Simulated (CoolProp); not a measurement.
Vapour-liquid equilibrium of ethylene (1) + 1-butene (2) at 2.39 bar; x and y are mole fractions of (1).

Values from CoolProp's multi-fluid Helmholtz-energy mixture model, Smukala 2000 and Lemmon 2005; pair parameters Bell 2016.

```tsv
x	bubble temperature, mixture model (°C)	bubble temperature, Raoult's law (°C)	y, mixture model	y, Raoult's law
0.05	?	-10.9	0.577	0.664
0.2	-46.2	-47.8	?	0.953
0.35	?	-63.1	0.983	0.985
0.5	-72.1	-72.1	0.993	0.994
0.65	-78.3	-78.3	0.997	0.997
0.8	-82.9	-82.9	0.999	0.999
0.95	-86.5	-86.6	1.000	1.000
```

Question: Fill in the missing entries.

Answer: 
- 0.05, bubble temperature, mixture model (°C): -6.2
- 0.2, y, mixture model: 0.942
- 0.35, bubble temperature, mixture model (°C): -62.7

The largest gap from Raoult's law is +4.7 K in bubble temperature, at x = 0.05. No azeotrope shows between x = 0.05 and 0.95.

The pair parameters rest on a limited set of measurements; away from them the model extrapolates.
